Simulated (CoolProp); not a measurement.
Computed with CoolProp (reference Helmholtz-energy equation of state, Lemmon 2006). It is a short technical equation, of lower accuracy than the large ones.

Give the vapour pressure (bar), liquid density (kg/m³), vapour density (kg/m³), liquid cp (kJ/(kg K)) of saturated carbonyl sulfide at -39.05, -16.55, -10.95 °C.


```
T (°C)  p (bar)  liquid density (kg/m³)  vapour density (kg/m³)  liquid cp (kJ/(kg K))
------  -------  ----------------------  ----------------------  ---------------------
-39.05     1.65                    1150                    5.31                   1.20
-16.55     3.84                    1100                    11.7                   1.23
-10.95     4.63                    1090                    13.9                   1.25
```
